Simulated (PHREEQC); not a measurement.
Dissolve 0.037 mol CuCl2 and 0.00032 mol KCl per kg of water at 20 °C. Closed to the air; pH follows from the charge balance.

Model: ion-association model, wateq4f.dat, run in PHREEQC.

Q: The ionic strength comes out as 0.107 mol/kgw. What activity coefficients do CuOH+, CuCl+, Cu2(OH)2+2, H+, Cl- get?

A: CuOH+ 0.77, CuCl+ 0.77, Cu2(OH)2+2 0.37, H+ 0.82, Cl- 0.76.

This is a speciation only: nothing precipitates in the calculation. Saturation is exceeded, for instance for Atacamite; the values hold only as long as no solid forms.
